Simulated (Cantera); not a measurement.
Input: 1 mol Ta, 0.36 mol O2, 0.55 mol CH4, at 4.70e-6 bar.

Equilibrium computed with Cantera from the NASA thermochemical tables; the gas is ideal and each condensed phase is pure. Candidate condensed phases: C, C6H6, C7H8, C8H18, H2O, Ta, TaC, Ta2O5; 113 gas species. Mutual solubility and eutectic melting of coexisting phases are not modelled. TaC: taken at fixed stoichiometry. Condensed phases not in the tables: Ta2C, N, O or C dissolved in the metal. The numbers say what is thermodynamically allowed, not how fast it happens.

Problem. What share of the Ta ends up in condensed phases as a function of T (K), at 975, 1125, 1275, 1425, 1575, 1725, 1875, 2025, 2175, 2325?

Solution. 
| T (K) | Ta condensed (%) | as |
|---|---|---|
| 975 | 100.0 | Ta(s) + TaC(s) + Ta2O5(s) |
| 1125 | 100.0 | Ta(s) + TaC(s) + Ta2O5(s) |
| 1275 | 100.0 | Ta(s) + TaC(s) + Ta2O5(s) |
| 1425 | 100.0 | Ta(s) + TaC(s) + Ta2O5(s) |
| 1575 | 100.0 | Ta(s) + Ta2O5(s) |
| 1725 | 99.8 | Ta(s) + Ta2O5(s) |
| 1875 | 95.0 | Ta(s) + Ta2O5(s) |
| 2025 | 89.4 | Ta(s) |
| 2175 | 86.2 | Ta(s) |
| 2325 | 83.9 | Ta(s) |
